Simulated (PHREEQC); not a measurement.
Dissolve 0.15 mol CsOH, 0.02 mol CO2 and 0.0025 mol (CH3)4NCl per kg of water at 25 °C. Closed to the air; pH follows from the charge balance.

All values are PHREEQC results (ion-association model, wateq4f.dat), not measurements.

| quantity | before | after |
|---|---|---|
| pH | 12.90 | 13.11 |
| ionic strength (mol/kgw) | 0.172 | 0.247 |

Question: Which change was made?
(A) (CH3)4NCl from 0.0025 to 0.00125 mol/kgw
(B) CO2 left out
(C) temperature from 25 to 5 °C
(D) CO2 replaced by KHCO3 at the same molality
(E) CsOH from 0.15 to 0.225 mol/kgw

Answer: E, CsOH from 0.15 to 0.225 mol/kgw

This is a speciation only: nothing precipitates in the calculation. (CH3)4N+ isn't in the database: it is added as a free cation with an ion size of 4 Å.
